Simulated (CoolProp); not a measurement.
Computed with CoolProp (reference Helmholtz-energy equation of state, Aleksandrov 2011). It is a short technical equation, of lower accuracy than the large ones.

For n-undecane, give the phase and the Z, speed of sound (m/s), Joule-Thomson coefficient (K/MPa), expansivity (1/kK) at 346.85 °C and 0.452 MPa; 346.85 °C and 1.81 MPa; 346.85 °C and 3.62 MPa.


- 346.85 °C and 0.452 MPa: gas; Z 0.895, speed of sound 164, Joule-Thomson coefficient 10.7, expansivity 2.40
- 346.85 °C and 1.81 MPa: liquid; Z 0.137, speed of sound 184, Joule-Thomson coefficient 2.42, expansivity 7.85
- 346.85 °C and 3.62 MPa: liquid; Z 0.248, speed of sound 288, Joule-Thomson coefficient 0.819, expansivity 3.69
